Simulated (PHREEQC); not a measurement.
A column of 0.1 m (40 cells, dispersivity 0.0035 m, 3600 s a shift, diffusion coefficient 3e-10 m²/s) holds 0.0078 eq of the database's cation exchanger X per kg of pore water, first in equilibrium with 76 mmol/kgw KBr, 3.5 mmol/kgw (NH4)2SO4 and 0.01 mmol/kgw HCl. It is flushed with 0.54 mmol/kgw Na2SO4, 3.1 mmol/kgw NaCl, 0.36 mmol/kgw (NH4)2SO4 and 0.01 mmol/kgw HCl, at 25 °C. Values are for the last cell. No CO2 enters from the air. Precipitation was switched off in this run.

The series has 31 steps of pore volumes, from 0 to 6.013.

Equilibrium calculation in PHREEQC: ion-association model, phreeqc.dat.

Task: After how many pore volumes does Na at the outlet first reach half of its feed value?

Result: By 2.0 pore volumes.
